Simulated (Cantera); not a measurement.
Charge: 1 mol AlN, a varied amount of H2, 0.45 mol N2, equilibrated at 0.00100 bar.

Method: chemical equilibrium by Gibbs-energy minimisation in Cantera with the NASA 1993 tables (ideal gas, pure condensed phases). Candidate condensed phases: Al, AlN; 13 gas species. Equilibrium is a limit: real reactors are often held back by kinetics, nucleation or transport.

### Question
What condenses at these points (T in °C, n(H2) in mol): (1125, 910); (1350, 71); (1500, 280); (1350, 110); (1425, 720)?

### Answer
```json
[
 {"T (°C)": "1125", "n(H2) in mol": "910", "condensed phases": "AlN", "Al condensed (%)": "99.8"},
 {"T (°C)": "1350", "n(H2) in mol": "71", "condensed phases": "AlN", "Al condensed (%)": "91.7"},
 {"T (°C)": "1500", "n(H2) in mol": "280", "condensed phases": "gas only", "Al condensed (%)": "0.0"},
 {"T (°C)": "1350", "n(H2) in mol": "110", "condensed phases": "AlN", "Al condensed (%)": "84.6"},
 {"T (°C)": "1425", "n(H2) in mol": "720", "condensed phases": "gas only", "Al condensed (%)": "0.0"}
]
```
